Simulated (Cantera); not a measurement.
A freely propagating, adiabatic, planar premixed flame of CH4 : H2 : O2 : N2 : H2O = 1 : 0.19 : 1.5 : 5.84 : 0.22 (molar parts), equivalence ratio 1.4, unburnt at 573 K and 660000 Pa; mixture-averaged transport, grid criteria slope 0.08 and curve 0.16, no radiation.

Computed with Cantera and GRI-Mech 3.0 (53 species, 325 reactions). Burning velocities carry a grid error of a few per cent, more on coarse grids.

### Question
Predict: laminar burning velocity; thermal thickness; peak x(C2H2); peak x(H).

### Answer
| Property | Result |
|---|---|
| laminar burning velocity | 26.6 cm/s |
| thermal thickness | 0.180 mm |
| peak x(C2H2) | 0.00240 |
| peak x(H) | 0.000804 |
